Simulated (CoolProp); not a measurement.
Vapour-liquid equilibrium of isopentane (1) + toluene (2) at 361.3 K; x and y are mole fractions of (1).

Model: multi-fluid Helmholtz-energy mixture model, Lemmon 2006 and Lemmon 2006; pair parameters Bell 2016, in CoolProp.

Q: Give the bubble pressure and the first vapour's composition at x = 0.05, 0.425, 0.575. Is there an azeotrope?

A: x = 0.05: 0.08208 MPa, y = 0.399; x = 0.425: 0.3004 MPa, y = 0.885; x = 0.575: 0.3692 MPa, y = 0.923. No azeotrope shows between x = 0.05 and 0.95.

The pair parameters rest on a limited set of measurements; away from them the model extrapolates.
